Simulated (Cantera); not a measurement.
Feed: 1 mol HBr, 2.6 mol H2, equilibrated at 1.10 mbar.

Method: chemical equilibrium by Gibbs-energy minimisation in Cantera with the NASA 1993 tables (ideal gas, pure condensed phases). Candidate condensed phases: Br2; 5 gas species. The numbers say what is thermodynamically allowed, not how fast it happens.

**Question.** At 1823 K, list the 4 most abundant gas species with their mole fractions, and the condensed phases.

**Answer.** H2 0.726, HBr 0.168, Br 0.0947, H 0.0111. Condensed: gas only.
